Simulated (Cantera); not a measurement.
**Premixed flame**

A freely propagating, adiabatic, planar premixed flame of CH4 : C2H6 : C3H8 : O2 : N2 = 1 : 0.11 : 0.13 : 2.53 : 9.51 (molar parts), equivalence ratio 1.2, unburnt at 623 K and 0.120 bar; mixture-averaged transport, grid criteria slope 0.08 and curve 0.16, no radiation.

Model: GRI-Mech 3.0 (53 species, 325 reactions), integrated in Cantera. Burning velocities carry a grid error of a few per cent, more on coarse grids.

| z (mm) | T (K) | u (m/s) | x CH4 | x C2H6 | x C3H8 | x C2H | x CH2O | x H |
|---|---|---|---|---|---|---|---|---|
| -6.22 | 623 | 1.88 | 0.0752 | 0.00827 | 0.00978 | <1e-8 | 6.35e-8 | <1e-8 |
| -4.14 | 624 | 1.89 | 0.0749 | 0.00825 | 0.00975 | <1e-8 | 1.64e-6 | 3.02e-7 |
| -3.11 | 629 | 1.91 | 0.0744 | 0.00821 | 0.00971 | <1e-8 | 1.16e-5 | 2.32e-6 |
| -2.07 | 674 | 2.07 | 0.0716 | 0.00812 | 0.00949 | <1e-8 | 0.000105 | 2.50e-5 |
| -1.04 | 1029 | 3.25 | 0.0537 | 0.00707 | 0.00623 | <1e-8 | 0.000851 | 0.000421 |
| -0.518 | 1421 | 4.59 | 0.0315 | 0.00308 | 0.00164 | 8.99e-8 | 0.00142 | 0.00198 |
| 0 | 1791 | 5.89 | 0.00975 | 0.000227 | 4.14e-5 | 2.23e-6 | 0.000891 | 0.00637 |
| 0.518 | 1973 | 6.51 | 0.00136 | 2.06e-6 | 5.68e-8 | 2.85e-6 | 0.000239 | 0.0119 |
| 1.04 | 2020 | 6.66 | 0.000106 | <1e-8 | <1e-8 | 5.12e-7 | 2.83e-5 | 0.0157 |
| 2.07 | 2038 | 6.70 | 4.25e-7 | <1e-8 | <1e-8 | <1e-8 | 1.36e-7 | 0.0186 |
| 4.14 | 2051 | 6.72 | <1e-8 | <1e-8 | <1e-8 | <1e-8 | <1e-8 | 0.0192 |
| 8.29 | 2065 | 6.75 | <1e-8 | <1e-8 | <1e-8 | <1e-8 | <1e-8 | 0.0186 |
| 16.6 | 2087 | 6.82 | <1e-8 | <1e-8 | <1e-8 | <1e-8 | <1e-8 | 0.0171 |
x: mole fraction of selected species; z is measured from the peak of heat release.

| Property | Value |
|---|---|
| laminar burning velocity | 188 cm/s |
| thermal thickness | 2.07 mm |
| peak x(C2H) | 3.52e-6 |
| peak x(CH2O) | 0.00142 |
| peak x(H) | 0.0192 |
| grid points | 154 |
